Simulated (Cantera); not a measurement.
What does this Cantera script print?

```python
import numpy as np
import cantera as ct

gas = ct.Solution("h2o2.yaml")
gas.TPX = 625, 100000, {'H2': 1, 'O2': 0.649, 'N2': 2.44}
inlet = ct.Reservoir(gas, clone=True)
gas.equilibrate("HP")  # start burning
reactor = ct.IdealGasConstPressureReactor(gas, energy="on", clone=False)
exhaust = ct.Reservoir(gas, clone=True)
tau = [0.074, 0.031, 0.013, 0.0058, 0.0025, 0.0011, 0.00045, 0.00019, 8.2e-05, 3.5e-05, 1.5e-05, 6.4e-06][0]
for a, b in ((inlet, reactor), (reactor, exhaust)):
    ct.MassFlowController(a, b, mdot=lambda t: reactor.mass / tau)
net = ct.ReactorNet([reactor])
show = ['H2', 'O2', 'HO2', 'OH', 'H2O2', 'O', 'H']

rows = []
print(f"{'tau/s':>10s}{'T/K':>9s}" + "".join(f"{s:>11s}" for s in show))
for tau in [0.074, 0.031, 0.013, 0.0058, 0.0025, 0.0011, 0.00045, 0.00019, 8.2e-05, 3.5e-05, 1.5e-05, 6.4e-06]:
    net.initial_time = 0.0
    net.advance(30 * tau)
    before = gas.X
    net.advance(40 * tau)
    drift = np.max(np.abs(gas.X - before) / (gas.X + 1e-9))
    rows.append([gas.T, *gas[show].X, drift])
    print(f"{tau:10.3e}{gas.T:9.1f}" + "".join(f"{x:11.3e}" for x in gas[show].X))
```

Result:

```
     tau/s      T/K         H2         O2        HO2         OH       H2O2          O          H
 7.400e-02   2346.8  3.911e-03  4.029e-02  4.494e-06  9.770e-03  2.661e-07  1.406e-03  8.317e-04
 3.100e-02   2342.3  4.208e-03  4.033e-02  4.516e-06  1.007e-02  2.621e-07  1.508e-03  9.282e-04
 1.300e-02   2332.0  4.892e-03  4.041e-02  4.590e-06  1.072e-02  2.559e-07  1.747e-03  1.168e-03
 5.800e-03   2311.4  6.238e-03  4.062e-02  4.832e-06  1.186e-02  2.521e-07  2.232e-03  1.706e-03
 2.500e-03   2270.2  8.852e-03  4.117e-02  5.611e-06  1.366e-02  2.644e-07  3.231e-03  3.002e-03
 1.100e-03   2203.4  1.282e-02  4.227e-02  7.468e-06  1.564e-02  3.104e-07  4.885e-03  5.634e-03
 4.500e-04   2096.8  1.837e-02  4.432e-02  1.138e-05  1.718e-02  4.219e-07  7.497e-03  1.091e-02
 1.900e-04   1961.9  2.417e-02  4.724e-02  1.735e-05  1.731e-02  6.537e-07  1.058e-02  1.907e-02
 8.200e-05   1806.1  2.977e-02  5.116e-02  2.535e-05  1.583e-02  1.179e-06  1.351e-02  2.993e-02
 3.500e-05   1630.9  3.706e-02  5.726e-02  3.664e-05  1.292e-02  2.454e-06  1.521e-02  4.248e-02
 1.500e-05   1429.8  5.785e-02  7.109e-02  5.727e-05  8.826e-03  5.165e-06  1.313e-02  5.043e-02
 6.400e-06    625.0  2.446e-01  1.587e-01 -4.156e-17  2.672e-21 -1.286e-18  2.326e-21  2.779e-18
```

Computed with Cantera and the H2/O2 subset of GRI-Mech 3.0, which has no nitrogen chemistry.
